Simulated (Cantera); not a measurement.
A diamond (100) surface in a fixed gas of H2 with x(CH4) = 0.0028, x(CH3) = 1.4e-05, at 1398 K, 0.0266 atm; coverages are run to steady state.

Detailed kinetics in Cantera: the Harris–Goodwin 1993 mechanism for the reconstructed diamond (100) surface.

One state of this run: growth (µm/h) = 0.196; θ c6HH = 0.324; θ c6H* = 0.0604; θ c6*H = 0.547; θ c6** = 0.0677. θ: site fractions in the mechanism's names (c6HH fully hydrogenated, c6H* and c6*H radical sites, c6** diradical, c6HM methylated).

Problem. Which value of x(H) does it belong to?
A) 0.13
B) 0.0001
C) 0.0015
D) 0.00025

Solution. A, 0.13
